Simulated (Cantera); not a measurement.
A closed system holds: 1 mol B2H6, 0.68 mol NH3, 0.25 mol N2.

These are equilibrium values from Cantera (NASA tables, ideal gas, pure condensed phases), not measurements of a reactor. Candidate condensed phases: B, BN; 15 gas species. The feed counts by its element totals alone. Mutual solubility and eutectic melting of coexisting phases are not modelled. Equilibrium is a limit: real reactors are often held back by kinetics, nucleation or transport.

What condenses at these points (T in K, P in Pa): (1650, 10); (2050, 32); (1450, 100); (1550, 1000); (1150, 1000)?


```
T (K)  P in Pa  condensed phases  B condensed (%)
-----  -------  ----------------  ---------------
1650        10            B + BN            100.0
2050        32                 B             99.6
1450       100            B + BN            100.0
1550      1000            B + BN            100.0
1150      1000            B + BN            100.0
```
